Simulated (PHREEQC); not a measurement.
A solution holds 0.2 mol HF and 0.00012 mol (CH3)4NF per kg of water, at 25 °C. Closed to the air; pH follows from the charge balance.

Model: ion-association model, wateq4f.dat, run in PHREEQC.

| quantity | before | after |
|---|---|---|
| pH | 1.98 | 2.11 |
| ionic strength (mol/kgw) | 0.0118 | 0.00872 |
| HF (mol/kgw) | 0.115 | 0.173 |
| H2F2 (mol/kgw) | 0.0347 | 0.00723 |
| F- (mol/kgw) | 0.00816 | 0.00504 |
| HF2- (mol/kgw) | 0.00362 | 0.00369 |

### Question
What was changed between the two runs?
A. (CH3)4NF replaced by (NH4)2SiF6 at the same molality
B. temperature from 25 to 85 °C
C. diluted 5-fold with water
D. (CH3)4NF from 0.00012 to 0.000108 mol/kgw
E. (CH3)4NF left out

### Answer
B, temperature from 25 to 85 °C

This is a speciation only: nothing precipitates in the calculation. (CH3)4N+ isn't in the database: it is added as a free cation with an ion size of 4 Å. wateq4f.dat counts part of the HF as a dimer, H2F2, which phreeqc.dat doesn't know; its constant is uncertain. At this temperature some constants are extrapolated from 25 °C, and those without enthalpy data are left unchanged.
